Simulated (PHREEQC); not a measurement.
Consider water at 25 °C with 2.3 mol Na2CO3, 0.55 mol H3BO3 and 0.00026 mol H4SiO4 per kg of water. Closed to the air; pH follows from the charge balance.

All values are PHREEQC results (Pitzer model, pitzer.dat), not measurements.

This is a speciation only: nothing precipitates in the calculation.

**Question.** Estimate the pH, ionic strength, osmotic coefficient.

**Answer.** pH 10.11; ionic strength 6.56 mol/kgw; osmotic coefficient 0.671.

**Question.** In which forms is C present?

**Answer.** CO3-2 83 %, HCO3- 17 % of the C.

Species that the database lacks are ignored. In brines, pH and single-ion activities rest on the MacInnes convention.
